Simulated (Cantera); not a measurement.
Gas mixture: C₂H₄ = 0.3 (molar parts), at 180000 Pa, frozen composition.

Cantera's kinetic-theory transport with the Lennard-Jones parameters of GRI-Mech 3.0, ideal gas; thermal conductivity in the multicomponent form.

D: mixture-averaged diffusion coefficient of that species in the mixture.

```json
[
 {"T (K)": "400", "ρ (kg/m³)": "1.52", "cp (J/kg/K)": "1877", "μ (µPa s)": "13.3", "λ (mW/m/K)": "33.5", "Pr": "0.748", "D (cm²/s) CH₃": "0.165", "D (cm²/s) H₂": "0.577", "D (cm²/s) O": "0.237"},
 {"T (K)": "500", "ρ (kg/m³)": "1.21", "cp (J/kg/K)": "2220", "μ (µPa s)": "16.3", "λ (mW/m/K)": "48.4", "Pr": "0.750", "D (cm²/s) CH₃": "0.247", "D (cm²/s) H₂": "0.847", "D (cm²/s) O": "0.351"},
 {"T (K)": "600", "ρ (kg/m³)": "1.01", "cp (J/kg/K)": "2529", "μ (µPa s)": "19.1", "λ (mW/m/K)": "64.4", "Pr": "0.750", "D (cm²/s) CH₃": "0.342", "D (cm²/s) H₂": "1.15", "D (cm²/s) O": "0.482"},
 {"T (K)": "700", "ρ (kg/m³)": "0.868", "cp (J/kg/K)": "2785", "μ (µPa s)": "[?]", "λ (mW/m/K)": "[?]", "Pr": "0.750", "D (cm²/s) CH₃": "[?]", "D (cm²/s) H₂": "[?]", "D (cm²/s) O": "[?]"},
 {"T (K)": "800", "ρ (kg/m³)": "0.759", "cp (J/kg/K)": "2991", "μ (µPa s)": "[?]", "λ (mW/m/K)": "[?]", "Pr": "0.750", "D (cm²/s) CH₃": "[?]", "D (cm²/s) H₂": "[?]", "D (cm²/s) O": "[?]"},
 {"T (K)": "900", "ρ (kg/m³)": "0.675", "cp (J/kg/K)": "3167", "μ (µPa s)": "26.3", "λ (mW/m/K)": "111", "Pr": "0.749", "D (cm²/s) CH₃": "0.693", "D (cm²/s) H₂": "2.28", "D (cm²/s) O": "0.964"}
]
```

**Question.** Some entries are withheld; supply them.

**Answer.** 
- 700, μ (µPa s): 21.7
- 700, λ (mW/m/K): 80.4
- 700, D (cm²/s) CH₃: 0.449
- 700, D (cm²/s) H₂: 1.50
- 700, D (cm²/s) O: 0.629
- 800, μ (µPa s): 24.1
- 800, λ (mW/m/K): 96.0
- 800, D (cm²/s) CH₃: 0.566
- 800, D (cm²/s) H₂: 1.88
- 800, D (cm²/s) O: 0.790
